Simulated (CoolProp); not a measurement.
Vapour-liquid equilibrium of n-perfluorobutane (1) + R365MFC (2) at 296.6 K; x and y are mole fractions of (1).

Computed with CoolProp (multi-fluid Helmholtz-energy mixture model, Gao 2022 and Lemmon 2016; pair parameters Bell 2016).

```
x     bubble pressure (MPa)  y at the bubble point  dew pressure at overall composition x (MPa)  liquid density (mol/L)
----  ---------------------  ---------------------  -------------------------------------------  ----------------------
0.05                 0.1001                  0.481                                      0.05604                   8.363
0.15                 0.1572                  0.686                                      0.06248                   8.077
0.25                 0.1861                  0.746                                      0.07054                   7.804
0.35                 0.2018                  0.776                                      0.08094                   7.547
0.45                 0.2120                  0.795                                      0.09486                   7.306
0.55                 0.2202                  0.813                                       0.1144                   7.083
0.65                 0.2282                  0.834                                       0.1433                   6.878
0.75                 0.2365                  0.863                                       0.1880                   6.691
0.85                 0.2447                  0.903                                       0.2331                   6.524
0.95                 0.2517                  0.961                                       0.2507                   6.376
```

No azeotrope shows between x = 0.05 and 0.95.

Pair parameters are fitted to limited data, so mixtures are less certain than the pure fluids. With so large a gap from Raoult's law the liquid may split in two, which this calculation doesn't test in full.
